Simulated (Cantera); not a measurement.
A perfectly stirred reactor is fed with C2H6 : N2 = 1 : 28 (molar parts), at 20.0 Torr; it is held at 1550 K, and followed from long to short residence time.

Model: GRI-Mech 3.0 (53 species, 325 reactions), integrated in Cantera. GRI-Mech 3.0 stops at C3 and has no aromatics, soot or wall deposition, so with more carbon than oxygen in the feed, carbon stays in small species such as C2H2 where larger ones or solid carbon would form. Radical loss at walls, strong at low pressure, is not modelled.

Task: What does this change do: N2 28 to 220 parts?

Result: 
| quantity | before | after |
|---|---|---|
| x(C2H6) at τ = 8.20 s | 8.99e-6 | 1.78e-6 |
| x(CH2) at τ = 8.20 s | 2.26e-7 | 2.54e-7 |
| x(HCN) at τ = 8.20 s | 2.01e-5 | 9.28e-5 |
| x(C2H2) at τ = 8.20 s | 0.0310 | 0.00430 |
| x(C2H4) at τ = 8.20 s | 5.93e-5 | 1.12e-5 |
| x(C2H6) at τ = 32.0 ms | 0.00134 | 0.000263 |
| x(CH2) at τ = 32.0 ms | 3.99e-6 | 3.27e-6 |
| x(HCN) at τ = 32.0 ms | 2.84e-6 | 1.08e-5 |
| x(C2H2) at τ = 32.0 ms | 0.0212 | 0.00275 |
| x(C2H4) at τ = 32.0 ms | 0.00452 | 0.000868 |

Task: What does this change do: N2 28 to 4.3 parts?

Result: 
```csv
quantity,before,after
x(C2H6) at τ = 8.20 s,8.99e-6,3.15e-5
x(CH2) at τ = 8.20 s,2.26e-7,1.62e-7
x(HCN) at τ = 8.20 s,2.01e-5,2.84e-6
x(C2H2) at τ = 8.20 s,0.0310,0.131
x(C2H4) at τ = 8.20 s,5.93e-5,0.000372
x(C2H6) at τ = 32.0 ms,0.00134,0.00465
x(CH2) at τ = 32.0 ms,3.99e-6,3.24e-6
x(HCN) at τ = 32.0 ms,2.84e-6,4.97e-7
x(C2H2) at τ = 32.0 ms,0.0212,0.0928
x(C2H4) at τ = 32.0 ms,0.00452,0.0184
```
